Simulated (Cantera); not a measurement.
Input: 1 mol SiH2Cl2, 0.01 mol CH4, 9.7 mol H2, equilibrated at 1.33 mbar.

Cantera equilibrium calculation (NASA polynomials, part measured and part estimated; ideal gas, pure solids and liquids). Candidate condensed phases: C, C6H6, C7H8, C8H18, Si, SiC; 109 gas species. The tables' values for SiCl are old estimates; treat these amounts as uncertain. Gases not in the tables: Si2H6 and higher silanes. Equilibrium is a limit: real reactors are often held back by kinetics, nucleation or transport. All values below are at 1900 °C.

Base state: H2 0.691, HCl 0.113, H 0.110, Si 0.0581, Cl 0.0131, SiCl2 0.00998, SiCl 0.00397, SiH 0.000823 (mole fractions); condensed: gas only.

Q: What changes in the equilibrium state with this change: CH4 from 0.01 to 0.38 mol?

A: 
| species | before | after |
|---|---|---|
| H2 | 0.691 | 0.711 |
| HCl | 0.113 | 0.116 |
| H | 0.110 | 0.111 |
| Si | 0.0581 | 0.0355 |
| SiCl2 | 0.00998 | 0.00626 |
| Cl | 0.0131 | 0.0132 |
| C2H2 (acetylene) | 9.18e-6 | 0.000547 |
| SiC2 | 3.03e-5 | 0.00107 |
| Si3 | 1.31e-5 | 2.98e-6 |
| Si2C | 0.000669 | 0.00190 |
| Si2 | 0.000242 | 9.01e-5 |
| SiC(s), mol | 0 | 0.309 |
